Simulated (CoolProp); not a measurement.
Vapour-liquid equilibrium of propane (1) + R227EA (2) at 281 kPa; x and y are mole fractions of (1).

Computed with CoolProp (multi-fluid Helmholtz-energy mixture model, Lemmon 2009 and Lemmon 2016; pair parameters Bell 2016).

Task: Give the bubble temperature and the first vapour's composition at x = 0.35, 0.65, 0.85. Is there an azeotrope?

Result: x = 0.35: 258.8 K, y = 0.685; x = 0.65: 256.0 K, y = 0.765; x = 0.85: 255.5 K, y = 0.839. y crosses x between x = 0.75 and 0.85: the model has an azeotrope there.

The pair parameters rest on a limited set of measurements; away from them the model extrapolates. With so large a gap from Raoult's law the liquid may split in two, which this calculation doesn't test in full.
